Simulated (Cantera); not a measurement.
Feed: 1 mol borazine, 0.076 mol O₂, 2.8 mol H₂O, at 7.50 Torr.

Equilibrium computed with Cantera from the NASA thermochemical tables; the gas is ideal and each condensed phase is pure. Candidate condensed phases: B, BN, B₂O₃, B₃O₃H₃, H₂O; 39 gas species. The feed counts by its element totals alone. Mutual solubility and eutectic melting of coexisting phases are not modelled. The numbers say what is thermodynamically allowed, not how fast it happens.

Task: At 1150 K, list the 4 most abundant gas species with their mole fractions, and the condensed phases.

Result: H₂ 0.854, N₂ 0.145, H₂O 0.000881, HBO₂ 0.000117. Condensed: BN(s) + B₂O₃(l).
